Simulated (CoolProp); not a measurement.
Carbon monoxide at 343.9 K and 3.39 MPa is throttled through a valve to 0.16 MPa with no heat exchange. Each further row changes one setting.

The numbers come from the reference Helmholtz-energy equation of state, Lemmon 2006 in CoolProp. It is a short technical equation, of lower accuracy than the large ones.

| case | temperature change (K) | final density (kg/m³) |
|---|---|---|
| as stated | (withheld) | (withheld) |
| outlet pressure 0.048 MPa | (withheld) | (withheld) |
| outlet pressure 0.208 MPa | (withheld) | (withheld) |

Problem. Fill in the missing entries.

Solution. 
- as stated, temperature change (K): -5.7
- as stated, final density (kg/m³): 1.59
- outlet pressure 0.048 MPa, temperature change (K): -5.9
- outlet pressure 0.048 MPa, final density (kg/m³): 0.478
- outlet pressure 0.208 MPa, temperature change (K): -5.6
- outlet pressure 0.208 MPa, final density (kg/m³): 2.07
